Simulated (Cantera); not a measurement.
What does this Cantera script print?

```python
import numpy as np
import cantera as ct

gas_names = """
    C CN CO CO2 C2 CCN CNC C2N2 C2O C3 C3O2 C4 C4N2 C5 N NCO NO NO2 NO3 N2 N2O O O2 O3 Si SiC SiC2 SiN
    SiO SiO2 Si2 Si2C Si2N Si3
""".split()
cond_names = """
    C(gr) Si(cr) Si(L) SiC(b) SiO2(Lqz) SiO2(hqz) SiO2(L) Si2N2O(s) Si3N4(a)
""".split()


# ... load() reads the species with a 1 bar reference pressure and builds the phases ...
atoms = {
    'Si': {'Si': 1},
    'CO2': {'C': 1, 'O': 2},
    'N2': {'N': 2},
}
top_T = {'C(gr)': 4500, 'SiC(b)': 3050, 'Si2N2O(s)': 2100, 'Si3N4(a)': 2400}  # K; cautious upper limits of use, not melting points


# ... equilibrate(T, P, feed) seeds the gas with the atoms and calls Mixture.equilibrate('TP', solver="vcs", rtol=1e-11, max_steps=5000) ...
results = []
feed = {'Si': 1, 'CO2': 0.023, 'N2': 110}  # mol
P = 1000  # Pa
for T in [1098, 1198, 1298, 1398, 1498, 1598, 1698, 1798, 1898, 1998, 2098]:
    mix = equilibrate(T, P, feed)
    results.append((T, P, feed, dict(zip(mix.species_names, mix.species_moles))))
    x = sorted(zip(gas.X, gas.species_names), reverse=True)
    print(f"T = {T:g} K  P = {P:g} Pa  gas = {mix.phase_moles(0):.4g} mol")
    print("   x: " + "  ".join(f"{s} {v:.3e}" for v, s in x if v > 1e-05))
    print("   condensed (mol): " + ("  ".join(f"{mix.phase(i).name} {mix.phase_moles(i):.4g}"
          for i in range(1, mix.n_phases) if mix.phase_moles(i) > 1e-12) or "none"))
```

Result:

```
T = 1098 K  P = 1000 Pa  gas = 109.3 mol
   x: N2 1.000e+00
   condensed (mol): C(gr) 0.02299  Si2N2O(s) 0.04599  Si3N4(a) 0.3027
T = 1198 K  P = 1000 Pa  gas = 109.3 mol
   x: N2 1.000e+00
   condensed (mol): C(gr) 0.02272  Si2N2O(s) 0.04572  Si3N4(a) 0.3029
T = 1298 K  P = 1000 Pa  gas = 109.4 mol
   x: N2 1.000e+00  CO 3.213e-05
   condensed (mol): C(gr) 0.01949  Si2N2O(s) 0.04249  Si3N4(a) 0.305
T = 1398 K  P = 1000 Pa  gas = 109.4 mol
   x: N2 9.998e-01  CO 2.005e-04
   condensed (mol): SiC(b) 0.001071  Si2N2O(s) 0.02402  Si3N4(a) 0.3169
T = 1498 K  P = 1000 Pa  gas = 109.4 mol
   x: N2 9.998e-01  CO 2.103e-04  SiO 1.367e-05
   condensed (mol): Si2N2O(s) 0.02151  Si3N4(a) 0.3185
T = 1598 K  P = 1000 Pa  gas = 109.4 mol
   x: N2 9.996e-01  SiO 2.102e-04  CO 2.102e-04
   condensed (mol): Si3N4(a) 0.3256
T = 1698 K  P = 1000 Pa  gas = 109.4 mol
   x: N2 9.996e-01  SiO 2.529e-04  CO 1.675e-04  Si 1.857e-05
   condensed (mol): SiC(b) 0.004657  Si3N4(a) 0.3218
T = 1798 K  P = 1000 Pa  gas = 109.5 mol
   x: N2 9.993e-01  SiO 3.727e-04  Si 2.774e-04  CO 4.751e-05  Si2N 1.790e-05  SiN 1.235e-05
   condensed (mol): SiC(b) 0.01748  Si3N4(a) 0.3017
T = 1898 K  P = 1000 Pa  gas = 110.2 mol
   x: N2 9.982e-01  Si 1.228e-03  SiO 3.517e-04  CO 6.578e-05  Si2N 5.988e-05  SiN 4.130e-05  Si2C 2.134e-05
   condensed (mol): Si(L) 0.7872  SiC(b) 0.01339
T = 1998 K  P = 1000 Pa  gas = 110.5 mol
   x: N2 9.949e-01  Si 4.253e-03  SiO 3.192e-04  Si2N 1.460e-04  SiN 1.110e-04  Si2C 1.099e-04  CO 9.695e-05  Si2 4.387e-05
   condensed (mol): Si(L) 0.4129
T = 2098 K  P = 1000 Pa  gas = 111 mol
   x: N2 9.912e-01  Si 7.974e-03  SiO 2.991e-04  SiN 1.654e-04  Si2N 1.215e-04  CO 1.155e-04  Si2C 8.984e-05  Si2 6.316e-05
   condensed (mol): none
```

Method: chemical equilibrium by Gibbs-energy minimisation in Cantera with the NASA 1993 tables (ideal gas, pure condensed phases). N2 is the only nitrogen source here; it is nearly inert below about 1500 K, so the nitride shown seldom forms there in practice. Mutual solubility and eutectic melting of coexisting phases are not modelled. The tables' values for SiN are old estimates; treat these amounts as uncertain.
